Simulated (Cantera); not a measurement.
Charge: 1 mol B, 0.066 mol H2O, 0.11 mol N2, at 1202 °C and 950 Pa.

Equilibrium computed with Cantera from the NASA thermochemical tables; the gas is ideal and each condensed phase is pure. Candidate condensed phases: B, BN, B2O3, B3O3H3, H2O; 39 gas species. N2 is the only nitrogen source here; it is nearly inert below about 1500 K, so the nitride shown seldom forms there in practice. Mutual solubility and eutectic melting of coexisting phases are not modelled. Rates play no part.

Base state: H2 0.964, HBO 0.0273, B2O2 0.00619, B2O3 0.00136, HBO2 0.000648, B3O3H3 0.000638, H 0.000131, BO 0.000100 (mole fractions); condensed: B(s) + BN(s) + B2O3(l).

### Question
What changes in the equilibrium state with this change: pressure from 950 Pa to 1330 Pa?

### Answer
```tsv
species	before	after
H2	0.964	0.970
HBO	0.0273	0.0232
B2O2	0.00619	0.00441
B2O3	0.00136	0.000967
BO	0.000100	7.15e-5
B(s), mol	0.735	0.735
BN(s), mol	0.220	0.220
B2O3(l), mol	0.0209	0.0211
```
